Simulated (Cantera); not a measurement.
## Si + SF₆ + N₂ + HF (silicon etching in halogen gases)

Input: 1 mol Si, 1.3 mol SF₆, 31 mol N₂, 1.6 mol HF, equilibrated at 800 K.

Method: chemical equilibrium by Gibbs-energy minimisation in Cantera with the NASA 1993 tables (ideal gas, pure condensed phases). Candidate condensed phases: S, Si, Si₃N₄; 52 gas species. The tables' values for S₂F₂ (SSF₂), SF₃ are old estimates; treat these amounts as uncertain. Rates play no part.

```json
[
 {"P (Pa)": "1", "x N₂": "0.893", "x HF": "0.0461", "x SiF₄": "0.0288", "x SF₄": "0.0227", "x S₂F₂ (SSF₂)": "0.00570", "x SF₂": "0.00296", "x SF₆": "7.11e-5", "x SF₃": "0.000378"},
 {"P (Pa)": "3.60", "x N₂": "0.894", "x HF": "0.0461", "x SiF₄": "0.0288", "x SF₄": "0.0230", "x S₂F₂ (SSF₂)": "0.00605", "x SF₂": "0.00198", "x SF₆": "0.000109", "x SF₃": "0.000311"},
 {"P (Pa)": "13", "x N₂": "0.894", "x HF": "0.0461", "x SiF₄": "0.0288", "x SF₄": "0.0231", "x S₂F₂ (SSF₂)": "0.00630", "x SF₂": "0.00131", "x SF₆": "0.000168", "x SF₃": "0.000254"},
 {"P (Pa)": "46", "x N₂": "0.894", "x HF": "0.0461", "x SiF₄": "0.0288", "x SF₄": "0.0232", "x S₂F₂ (SSF₂)": "0.00649", "x SF₂": "0.000868", "x SF₆": "0.000254", "x SF₃": "0.000207"},
 {"P (Pa)": "170", "x N₂": "0.894", "x HF": "0.0461", "x SiF₄": "0.0288", "x SF₄": "0.0231", "x S₂F₂ (SSF₂)": "0.00664", "x SF₂": "0.000565", "x SF₆": "0.000386", "x SF₃": "0.000167"},
 {"P (Pa)": "600", "x N₂": "0.894", "x HF": "0.0462", "x SiF₄": "0.0288", "x SF₄": "0.0229", "x S₂F₂ (SSF₂)": "0.00678", "x SF₂": "0.000372", "x SF₆": "0.000575", "x SF₃": "0.000135"},
 {"P (Pa)": "2200", "x N₂": "0.894", "x HF": "0.0462", "x SiF₄": "0.0289", "x SF₄": "0.0225", "x S₂F₂ (SSF₂)": "0.00692", "x SF₂": "0.000242", "x SF₆": "0.000855", "x SF₃": "0.000108"},
 {"P (Pa)": "7700", "x N₂": "0.895", "x HF": "0.0462", "x SiF₄": "0.0289", "x SF₄": "0.0219", "x S₂F₂ (SSF₂)": "0.00708", "x SF₂": "0.000159", "x SF₆": "0.00123", "x SF₃": "8.61e-5"},
 {"P (Pa)": "28000", "x N₂": "0.895", "x HF": "0.0462", "x SiF₄": "0.0289", "x SF₄": "0.0210", "x S₂F₂ (SSF₂)": "0.00727", "x SF₂": "0.000103", "x SF₆": "0.00176", "x SF₃": "6.79e-5"},
 {"P (Pa)": "100000", "x N₂": "0.895", "x HF": "0.0462", "x SiF₄": "0.0289", "x SF₄": "0.0199", "x S₂F₂ (SSF₂)": "0.00752", "x SF₂": "6.69e-5", "x SF₆": "0.00243", "x SF₃": "5.33e-5"}
]
```
x: gas mole fraction; nothing condenses.

From 1.00e-5 bar to 1.00 bar nothing is condensed. The main Si-bearing gas is SiF₄ throughout.
